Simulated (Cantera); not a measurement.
**Stirred combustor or abatement burner**

A perfectly stirred reactor is fed with CH4 : C2H6 : O2 : N2 = 1 : 0.057 : 2.53 : 8.84 (molar parts), at 1.18 atm; it is adiabatic with a 650 K inlet, and is followed from long to short residence time, starting on the burning branch (τ in s: 0.26, 0.083, 0.027, 0.0086, 0.0028, 0.0009, 0.00029, 9.4e-05, 3e-05).

Detailed kinetics in Cantera: GRI-Mech 3.0 (53 species, 325 reactions).

```tsv
τ (s)	T (K)	x CH4	x C2H6	x O2	x NO	x H2O2
0.26	2357	4.76e-7	3.37e-9	0.0269	0.00507	1.52e-7
0.083	2356	1.44e-6	1.04e-8	0.0276	0.00391	1.54e-7
0.027	2350	4.12e-6	3.14e-8	0.0286	0.00238	1.55e-7
0.0086	2331	1.12e-5	9.63e-8	0.0301	0.00116	1.55e-7
0.0028	2284	2.71e-5	2.82e-7	0.0323	0.000527	1.65e-7
0.00090	2206	6.42e-5	8.05e-7	0.0354	0.000229	2.05e-7
0.00029	2106	0.000163	2.27e-6	0.0394	0.000103	2.84e-7
9.4e-5	1995	0.000484	7.03e-6	0.0453	4.88e-5	4.12e-7
3.0e-5	1830	0.00284	4.25e-5	0.0637	1.48e-5	7.16e-7
```
x: mole fraction; the columns are a selection and need not sum to one.
